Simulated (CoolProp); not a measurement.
A simple Rankine cycle with water: condensing at 314.15 K, boiler at 0.293 MPa, turbine inlet 420.9 K, turbine efficiency 0.6, pump efficiency 0.6, no recuperator. Each further row changes one setting.

The numbers come from the reference Helmholtz-energy equation of state, Wagner 2002 in CoolProp.

```
case                             thermal efficiency (%)  net work (kJ/kg)  heat in (kJ/kg)  turbine exit temperature (K)  volume ratio over the turbine
-------------------------------  ----------------------  ----------------  ---------------  ----------------------------  -----------------------------
as stated                                           ___               ___             2580                         314.1                            ___
turbine inlet 440.9 K                               ___               334             2630                         314.1                           26.1
condensing temperature 306.15 K                    13.7               358              ___                         306.1                           40.5
boiler pressure 0.205 MPa                          11.5               297             2590                         314.1                           19.0
turbine efficiency 0.5                              ___               272             2580                         314.1                           27.7
```

Problem. Fill in the missing entries.

Solution. 
- as stated, thermal efficiency (%): 12.6
- as stated, net work (kJ/kg): 327
- as stated, volume ratio over the turbine: 27.0
- turbine inlet 440.9 K, thermal efficiency (%): 12.7
- condensing temperature 306.15 K, heat in (kJ/kg): 2620
- turbine efficiency 0.5, thermal efficiency (%): 10.5

The expansion ends wet for: as stated; turbine inlet 440.9 K; condensing temperature 306.15 K; boiler pressure 0.205 MPa; turbine efficiency 0.5.
